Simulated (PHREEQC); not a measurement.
A solution holds 1.6 mol/kgw H2SO4 and 0.67 mol/kgw MgSO4, at 20 °C. Closed to the air; pH follows from the charge balance.

Equilibrium calculation in PHREEQC: Pitzer model, pitzer.dat.

Each row changes one thing in this solution. Precipitation was switched off in this run.

| case | pH | ionic strength (mol/kgw) | HSO4- (mol/kgw) | SO4-2 (mol/kgw) | SI of Epsomite (MgSO4:7H2O) | SI of Hexahydrite (MgSO4:6H2O) |
|---|---|---|---|---|---|---|
| as made | -0.50 | 4.37 | 1.55 | 0.717 | -0.83 | -1.12 |
| 0.063 mol/kgw NaCl added | -0.51 | … | 1.56 | 0.711 | -0.83 | -1.12 |
| temperature from 20 to 60 °C | … | 3.68 | … | 0.369 | -1.53 | -1.47 |
| temperature from 20 to 40 °C | -0.41 | 3.98 | 1.75 | 0.520 | -1.17 | -1.27 |
| H2SO4 from 1.6 to 0.16 mol/kgw | 1.08 | 2.77 | 0.196 | 0.634 | -0.84 | -1.16 |

Question: What belongs in the gaps?

Answer: 
- 0.063 mol/kgw NaCl added, ionic strength (mol/kgw): 4.42
- temperature from 20 to 60 °C, pH: -0.34
- temperature from 20 to 60 °C, HSO4- (mol/kgw): 1.90

In brines, pH and single-ion activities rest on the MacInnes convention. Away from 25 °C the constants follow the database's enthalpies or fits; those with neither stay at their 25 °C values.
